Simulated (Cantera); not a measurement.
Feed: 1 mol HMDSO, 0.95 mol CO₂, 8.2 mol H₂, equilibrated at 1002 °C and 13.3 mbar.

These are equilibrium values from Cantera (NASA tables, ideal gas, pure condensed phases), not measurements of a reactor. Candidate condensed phases: C, C₆H₆, C₇H₈, C₈H₁₈, H₂O, Si, SiC, SiO₂; 123 gas species. The feed counts by its element totals alone. Mutual solubility and eutectic melting of coexisting phases are not modelled. The tables hold silica as quartz up to 1696 K and as liquid above; real silica turns to tridymite and cristobalite and melts near 1996 K. Rates play no part.

### Question
What is the equilibrium state?

### Answer
* **x(H₂)**: 0.976
* **x(CO)**: 0.0242
* **x(CH₄)**: 0.000118
* **x(SiO)**: 1.56e-5
* **x(H)**: 6.31e-6
* **x(H₂O)**: 3.67e-6
* **n(C(graphite))**: 5.76 mol
* **n(SiC(s))**: 0.763 mol
* **n(SiO₂(β-quartz))**: 1.24 mol
* **gas amount**: 17.62 mol
* **log10 activity of Si(s) (absent)**: -2.59
